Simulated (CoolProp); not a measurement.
Cyclohexane along the isobar 1380 kPa: density (kg/m³) from the reference equation and from simpler models built on Tc = 280.5 °C, pc = 4081 kPa, ω = 0.209; each cubic takes its own stable root.

Model: reference Helmholtz-energy equation of state, Zhou 2014, in CoolProp.

| T (°C) | phase | reference |
|---|---|---|
| 221.05 | gas | 35.26 |
| 229.45 | gas | 34.09 |
| 237.85 | gas | 33.03 |
| 246.25 | gas | 32.07 |
| 254.55 | gas | 31.20 |
| 262.95 | gas | 30.39 |
| 271.35 | gas | 29.63 |
| 279.75 | gas | 28.93 |
| 288.15 | gas | 28.27 |
| 296.55 | gas | 27.66 |
| 304.95 | gas | 27.08 |
| 313.35 | gas | 26.53 |
| 321.65 | gas | 26.01 |
| 330.05 | gas | 25.51 |
| 338.45 | gas | 25.04 |
| 346.85 | gas | 24.59 |

**Question.** How far does each simpler model (van der Waals, Redlich-Kwong, Soave-Redlich-Kwong, Peng-Robinson) lie from the reference over these 16 states: mean and median of the absolute difference, and the worst?

**Answer.** 
- van der Waals: mean 2.1 %, median 1.6 %, worst -5.5 % at 221.05 °C and 1380 kPa
- Redlich-Kwong: mean 0.5 %, median 0.3 %, worst -1.7 % at 221.05 °C and 1380 kPa
- Soave-Redlich-Kwong: mean 0.2 %, median 0.2 %, worst -0.7 % at 221.05 °C and 1380 kPa
- Peng-Robinson: mean 1.2 %, median 1.2 %, worst +1.4 % at 262.95 °C and 1380 kPa
